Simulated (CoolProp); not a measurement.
Vapour-liquid equilibrium of toluene (1) + m-xylene (2) at 511.2 K; x and y are mole fractions of (1).

Values from CoolProp's multi-fluid Helmholtz-energy mixture model, Lemmon 2006 and Zhou 2012; pair parameters Bell 2016.

```json
[
 {"x": "0.05", "bubble pressure, mixture model (MPa)": "0.8416", "bubble pressure, Raoult's law (MPa)": "0.8419", "y, mixture model": "0.076", "y, Raoult's law": "0.083"},
 {"x": "0.2", "bubble pressure, mixture model (MPa)": "0.9323", "bubble pressure, Raoult's law (MPa)": "0.9300", "y, mixture model": "0.281", "y, Raoult's law": "0.301"},
 {"x": "0.35", "bubble pressure, mixture model (MPa)": "1.025", "bubble pressure, Raoult's law (MPa)": "1.018", "y, mixture model": "0.455", "y, Raoult's law": "0.481"},
 {"x": "0.5", "bubble pressure, mixture model (MPa)": "1.117", "bubble pressure, Raoult's law (MPa)": "1.106", "y, mixture model": "0.604", "y, Raoult's law": "0.633"},
 {"x": "0.65", "bubble pressure, mixture model (MPa)": "1.206", "bubble pressure, Raoult's law (MPa)": "1.194", "y, mixture model": "0.733", "y, Raoult's law": "0.762"},
 {"x": "0.8", "bubble pressure, mixture model (MPa)": "1.292", "bubble pressure, Raoult's law (MPa)": "1.282", "y, mixture model": "0.851", "y, Raoult's law": "0.873"},
 {"x": "0.95", "bubble pressure, mixture model (MPa)": "1.373", "bubble pressure, Raoult's law (MPa)": "1.370", "y, mixture model": "0.963", "y, Raoult's law": "0.970"}
]
```

The largest gap from Raoult's law is +1.0 % in bubble pressure, at x = 0.65. No azeotrope shows between x = 0.05 and 0.95.

Pair parameters are fitted to limited data, so mixtures are less certain than the pure fluids.
